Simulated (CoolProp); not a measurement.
A simple Rankine cycle with R152A: condensing at 324.15 K, boiler at 2.67 MPa, turbine inlet 361.5 K, turbine efficiency 0.65, pump efficiency 0.6, no recuperator. Each further row changes one setting.

Computed with CoolProp (reference Helmholtz-energy equation of state, Outcalt 1996). It is a modified Benedict-Webb-Rubin equation, recast in Helmholtz form.

| case | thermal efficiency (%) | net work (kJ/kg) | heat in (kJ/kg) | turbine exit temperature (K) | volume ratio over the turbine |
|---|---|---|---|---|---|
| as stated | [?] | [?] | 252 | 324.2 | 2.43 |
| turbine inlet 381.5 K | 5.2 | 15.1 | [?] | [?] | [?] |
| condensing temperature 316.15 K | [?] | 16.0 | 267 | 316.1 | 3.00 |
| boiler pressure 1.87 MPa | 3.1 | 8.64 | 280 | 343.0 | [?] |
| turbine efficiency 0.55 | [?] | 9.96 | 252 | 324.2 | 2.45 |

Task: Complete the blanks.

Result: 
- as stated, thermal efficiency (%): 4.9
- as stated, net work (kJ/kg): 12.3
- turbine inlet 381.5 K, heat in (kJ/kg): 291
- turbine inlet 381.5 K, turbine exit temperature (K): 346.3
- turbine inlet 381.5 K, volume ratio over the turbine: 2.32
- condensing temperature 316.15 K, thermal efficiency (%): 6.0
- boiler pressure 1.87 MPa, volume ratio over the turbine: 1.58
- turbine efficiency 0.55, thermal efficiency (%): 3.9

The expansion ends wet for: as stated; condensing temperature 316.15 K; turbine efficiency 0.55.
